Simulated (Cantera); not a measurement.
Cantera with NASA thermochemical tables; ideal gases at 1 bar, condensed phases pure. Values are per mole of reaction as written; species without (g) are pure solids or liquids, kept so even where they would boil at 1 bar.

### Question
Between 748 and 1748 K, where is each reaction favourable under standard conditions?
- 4 Cr + N2(g) ⇌ 2 Cr2N
- 3 H2(g) + N2(g) ⇌ 2 NH3(g)

### Answer
- 4 Cr + N2(g) ⇌ 2 Cr2N: ΔG° is -138 kJ at 748 K and -6 kJ at 1748 K; it stays negative (K > 1). ΔH° is -229 kJ and ΔS° -128 J/K at 1748 K.
- 3 H2(g) + N2(g) ⇌ 2 NH3(g): ΔG° is 65 kJ at 748 K and 300 kJ at 1748 K; it stays positive (K < 1). ΔH° is -112 kJ and ΔS° -236 J/K at 1748 K.
